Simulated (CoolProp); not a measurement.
Vapour pressure (MPa) of R125: the reference equation beside estimates from Tc = 66.0 °C, pc = 3.618 MPa, ω = 0.305. Clausius-Clapeyron is anchored at -16.65 °C with a constant enthalpy of vaporisation of 17.43 kJ/mol.

Model: reference Helmholtz-energy equation of state, Lemmon 2005, in CoolProp.

| T (°C) | reference | Clausius-Clapeyron | van der Waals | Peng-Robinson |
|---|---|---|---|---|
| -64.35 | (withheld) | 0.05902 | (withheld) | 0.04282 |
| -56.35 | (withheld) | 0.08548 | 0.4486 | 0.06667 |
| -48.45 | (withheld) | 0.1201 | 0.5443 | 0.09964 |
| -40.45 | 0.1453 | 0.1655 | 0.6541 | (withheld) |
| -32.55 | 0.2052 | 0.2224 | (withheld) | 0.2044 |
| -24.65 | 0.2824 | 0.2934 | (withheld) | 0.2810 |
| -16.65 | 0.3816 | 0.3816 | 1.064 | 0.3796 |
| -8.75 | 0.5035 | 0.4872 | 1.229 | 0.5011 |
| -0.75 | 0.6548 | 0.6149 | 1.412 | 0.6522 |
| 7.15 | 0.8353 | 0.7637 | 1.609 | 0.8330 |
| 15.15 | 1.054 | 0.9398 | 1.825 | 1.052 |
| 23.05 | 1.308 | 1.141 | 2.056 | (withheld) |
| 30.95 | 1.607 | 1.371 | 2.303 | 1.610 |
| 38.95 | 1.958 | 1.636 | 2.572 | 1.966 |
| 46.85 | 2.360 | 1.931 | 2.855 | 2.371 |

Task: Complete the blanks.

Result: 
- -64.35, reference: 0.04235
- -64.35, van der Waals: 0.3640
- -56.35, reference: 0.06632
- -48.45, reference: 0.09954
- -40.45, Peng-Robinson: 0.1450
- -32.55, van der Waals: 0.7759
- -24.65, van der Waals: 0.9116
- 23.05, Peng-Robinson: 1.309

Absolute difference from the reference over all 15 rows, mean and median: Clausius-Clapeyron 13.7 and 12.8 %, van der Waals 226.1 and 144.1 %, Peng-Robinson 0.4 and 0.4 %.
